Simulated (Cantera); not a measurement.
## Adiabatic ignition

An adiabatic, constant-volume homogeneous reactor starts with H2 : O2 : N2 = 1 : 0.59 : 5.53 (molar parts), at 975 K and 5.00 bar.

Computed with Cantera and the H2/O2 subset of GRI-Mech 3.0, which has no nitrogen chemistry. The hydrogen kinetics of GRI-Mech 3.0 are dated; newer H2 mechanisms differ, most at raised pressure.

```csv
t (s),T (K),P (bar),x H2,x O2,x H2O2,x O,x OH
8.00e-6,975,5.00,0.140,0.0829,<1e-12,2.13e-12,<1e-12
2.33e-5,975,5.00,0.140,0.0829,4.96e-12,2.17e-12,<1e-12
6.79e-5,975,5.00,0.140,0.0829,4.39e-11,2.26e-12,<1e-12
0.000198,975,5.00,0.140,0.0829,3.72e-10,2.54e-12,<1e-12
0.000577,975,5.00,0.140,0.0829,3.14e-9,3.48e-12,1.20e-12
0.00168,975,5.00,0.140,0.0829,2.72e-8,7.65e-12,3.67e-12
0.00490,975,5.00,0.140,0.0829,3.30e-7,4.52e-11,3.04e-11
0.0143,976,5.00,0.140,0.0828,1.74e-5,1.33e-9,1.35e-9
0.0416,2244,10.7,0.000594,0.0133,2.16e-7,0.000126,0.00201
0.121,2244,10.7,0.000594,0.0133,2.16e-7,0.000126,0.00201
0.353,2244,10.7,0.000594,0.0133,2.16e-7,0.000126,0.00201
1.03,2244,10.7,0.000594,0.0133,2.16e-7,0.000126,0.00201
3.00,2244,10.7,0.000594,0.0133,2.16e-7,0.000126,0.00201
```
x: mole fraction; the columns are a selection and need not sum to one.

The time of steepest temperature rise comes out as 33.8 ms, the temperature at 3.00 s comes out as 2244 K and the equilibrium temperature comes out as 2244 K. The x(H2) at 3.00 s comes out as 0.000594 (gas-phase equilibrium 0.000594) and the x(O2) at 3.00 s is 0.0133 (gas-phase equilibrium 0.0133). The x(H2O2) at 3.00 s is 2.16e-7 (gas-phase equilibrium 2.16e-7).
